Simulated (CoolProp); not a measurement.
Tetrahydrofuran along the isotherm 279.8 K: fugacity coefficient from the reference equation and from simpler models built on Tc = 540.2 K, pc = 5304 kPa, ω = 0.234; each cubic takes its own stable root.

The numbers come from the reference Helmholtz-energy equation of state, Fiedler 2023 in CoolProp.

```json
[
 {"p (kPa)": "5300", "phase": "liquid", "reference": "0.002044", "van der Waals": "0.04458", "Peng-Robinson": "0.002070"},
 {"p (kPa)": "10600", "phase": "liquid", "reference": "0.001225", "van der Waals": "0.02982", "Peng-Robinson": "0.001231"},
 {"p (kPa)": "15900", "phase": "liquid", "reference": "0.0009777", "van der Waals": "0.02651", "Peng-Robinson": "0.0009756"},
 {"p (kPa)": "21200", "phase": "liquid", "reference": "0.0008774", "van der Waals": "0.02643", "Peng-Robinson": "0.0008691"},
 {"p (kPa)": "26500", "phase": "liquid", "reference": "0.0008393", "van der Waals": "0.02805", "Peng-Robinson": "0.0008254"},
 {"p (kPa)": "31800", "phase": "liquid", "reference": "0.0008358", "van der Waals": "0.03094", "Peng-Robinson": "0.0008161"},
 {"p (kPa)": "37100", "phase": "liquid", "reference": "0.0008555", "van der Waals": "0.03504", "Peng-Robinson": "0.0008294"},
 {"p (kPa)": "42400", "phase": "liquid", "reference": "0.0008934", "van der Waals": "0.04043", "Peng-Robinson": "0.0008602"},
 {"p (kPa)": "47700", "phase": "liquid", "reference": "0.0009472", "van der Waals": "0.04734", "Peng-Robinson": "0.0009058"},
 {"p (kPa)": "53000", "phase": "liquid", "reference": "0.001016", "van der Waals": "0.05603", "Peng-Robinson": "0.0009653"}
]
```
